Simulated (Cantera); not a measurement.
Feed: 1 mol B, 0.17 mol H₂O, 1.1 mol H₂, at 848.15 K and 16.0 mbar.

Method: chemical equilibrium by Gibbs-energy minimisation in Cantera with the NASA 1993 tables (ideal gas, pure condensed phases). Candidate condensed phases: B, B₂O₃, B₃O₃H₃, H₂O; 23 gas species. The numbers say what is thermodynamically allowed, not how fast it happens.

Base state: H₂ 0.999, B₃O₃H₃ 0.000603 (mole fractions); condensed: B(s) + B₂O₃(l).

Problem. What changes in the equilibrium state with this change: B replaced by PbO?

Solution. 
| species | before | after |
|---|---|---|
| H₂O | <1e-9 | 0.921 |
| H₂ | 0.999 | 0.0787 |
| Pb | 0 | 1.88e-5 |
| B₃O₃H₃ | 0.000603 | 0 |
| B(s), mol | 0.886 | 0 |
| B₂O₃(l), mol | 0.0559 | 0 |
| Pb(l), mol | 0 | 1.000 |
Further candidate phases: Pb, PbO, PbO₂, Pb₃O₄.
